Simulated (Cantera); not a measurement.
A Cantera script and what it prints.

```python
import numpy as np
import cantera as ct

gas_names = [...]  # 87 gases of nasa_gas.yaml made of C, H, Si
cond_names = """
    C(gr) C6H6(L) C7H8(L) C8H18(L),n-octa Si(cr) Si(L) SiC(b)
""".split()


# ... load() reads the species with a 1 bar reference pressure and builds the phases ...
atoms = {
    'CH3SiH3': {'C': 1, 'H': 6, 'Si': 1},
    'CH4': {'C': 1, 'H': 4},
    'H2': {'H': 2},
}
top_T = {'C(gr)': 4500, 'SiC(b)': 3050}  # K; cautious upper limits of use, not melting points


# ... equilibrate(T, P, feed) seeds the gas with the atoms and calls Mixture.equilibrate('TP', solver="vcs", rtol=1e-11, max_steps=5000) ...
results = []
feed = {'CH3SiH3': 1, 'CH4': 0.14, 'H2': 120}  # mol
P = 1000  # Pa
for T in [1875, 1900, 1925, 1950, 1975, 2000, 2025, 2050, 2075, 2100, 2125, 2150]:
    mix = equilibrate(T, P, feed)
    results.append((T, P, feed, dict(zip(mix.species_names, mix.species_moles))))

top = {s: max(r[3][s] / sum(r[3][g] for g in gas_names) for r in results) for s in gas_names}
cols = sorted((s for s in top if top[s] > 1e-06), key=lambda s: -top[s])[:7]
seen = [c for c in cond_names if any(r[3].get(c, 0) > 1e-12 for r in results)]
print("log10 of partial pressures in bar; condensed amounts in mol")
print(f"{'T/K':>10s}" + "".join(f"{s[:9]:>10s}" for s in cols + seen))
for T, P, feed, n in results:
    ng = sum(n[g] for g in gas_names)
    print(f"{T:10.4g}" + "".join(f"{np.log10(max(n[s] / ng * P / 1e5, 1e-99)):10.3f}" for s in cols)
          + "".join(f"{n.get(c, 0):10.4g}" for c in seen))
```

Result:

```
log10 of partial pressures in bar; condensed amounts in mol
       T/K        H2         H        Si C2H2,acet      SiC2      Si2C       SiH     C(gr)    SiC(b)
      1875    -2.003    -4.185    -6.518    -5.502    -8.172    -8.326    -7.553   0.06556    0.9955
      1900    -2.004    -4.102    -6.329    -5.422    -7.926    -8.086    -7.393   0.05194    0.9931
      1925    -2.004    -4.022    -6.146    -5.344    -7.687    -7.851    -7.237   0.03671    0.9895
      1950    -2.005    -3.943    -5.967    -5.268    -7.454    -7.623    -7.086   0.01998    0.9841
      1975    -2.006    -3.867    -5.792    -5.194    -7.226    -7.401    -6.938  0.002048    0.9762
      2000    -2.007    -3.793    -5.604    -5.158    -7.023    -7.166    -6.776         0    0.9633
      2025    -2.009    -3.720    -5.423    -5.118    -6.822    -6.940    -6.621         0    0.9443
      2050    -2.011    -3.650    -5.253    -5.067    -6.620    -6.726    -6.477         0    0.9172
      2075    -2.012    -3.581    -5.093    -5.006    -6.418    -6.523    -6.341         0    0.8793
      2100    -2.015    -3.514    -4.942    -4.937    -6.215    -6.330    -6.215         0    0.8275
      2125    -2.017    -3.449    -4.799    -4.859    -6.012    -6.147    -6.097         0    0.7574
      2150    -2.020    -3.385    -4.664    -4.777    -5.810    -5.972    -5.985         0    0.6635
```

Method: chemical equilibrium by Gibbs-energy minimisation in Cantera with the NASA 1993 tables (ideal gas, pure condensed phases). The feed counts by its element totals alone. Gases not in the tables: Si2H6 and higher silanes.
